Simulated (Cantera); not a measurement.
Feed: 1 mol B2H6, 1.2 mol NH3, 160 mol H2, equilibrated at 2000 K.

These are equilibrium values from Cantera (NASA tables, ideal gas, pure condensed phases), not measurements of a reactor. Candidate condensed phases: B, BN; 15 gas species. The feed counts by its element totals alone. Mutual solubility and eutectic melting of coexisting phases are not modelled. Gases not in the tables: B2H6 and higher boranes. Rates play no part.

### Question
What share of the B ends up in condensed phases as a function of P (Pa), at 10, 46, 220, 1000, 4600, 22000, 100000?

### Answer
```json
[
 {"P (Pa)": "10", "B condensed (%)": "84.3", "as": "B(s)"},
 {"P (Pa)": "46", "B condensed (%)": "93.7", "as": "B(s)"},
 {"P (Pa)": "220", "B condensed (%)": "95.6", "as": "B(s)"},
 {"P (Pa)": "1000", "B condensed (%)": "96.0", "as": "B(s)"},
 {"P (Pa)": "4600", "B condensed (%)": "96.1", "as": "B(s) + BN(s)"},
 {"P (Pa)": "22000", "B condensed (%)": "96.0", "as": "B(s) + BN(s)"},
 {"P (Pa)": "100000", "B condensed (%)": "95.9", "as": "B(s) + BN(s)"}
]
```
